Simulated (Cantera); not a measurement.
A closed system holds: 1 mol SiHCl₃, 0.066 mol HCl, a varied amount of H₂, equilibrated at 1473.15 K and 1.00 bar.

Method: chemical equilibrium by Gibbs-energy minimisation in Cantera with the NASA 1993 tables (ideal gas, pure condensed phases). Candidate condensed phases: Si; 19 gas species. The tables' values for SiCl₃ are old estimates; treat these amounts as uncertain. Equilibrium is a limit: real reactors are often held back by kinetics, nucleation or transport.

log p: log10 of the partial pressure in bar; n: condensed amount in mol.

```csv
n(H₂) (mol),log p H₂,log p HCl,log p SiCl₂,log p SiCl₄,log p SiCl₃,n Si(s)
9.4,-0.08,-1.02,-1.46,-1.94,-1.97,0.244
48,-0.02,-1.37,-2.22,-3.45,-3.10,0.590
87,-0.01,(withheld),(withheld),(withheld),-3.68,(withheld)
130,-0.01,-1.70,-2.89,-4.80,-4.11,0.799
160,-0.01,-1.78,-3.05,-5.11,-4.35,0.831
200,-0.01,(withheld),(withheld),(withheld),-4.61,0.861
240,-0.01,-1.93,-3.36,-5.75,-4.82,0.881
```

Problem. Some entries are withheld; supply them.

Solution. 
- 87, log p HCl: -1.56
- 87, log p SiCl₂: -2.60
- 87, log p SiCl₄: -4.22
- 87, n Si(s): 0.725
- 200, log p HCl: -1.86
- 200, log p SiCl₂: -3.22
- 200, log p SiCl₄: -5.46
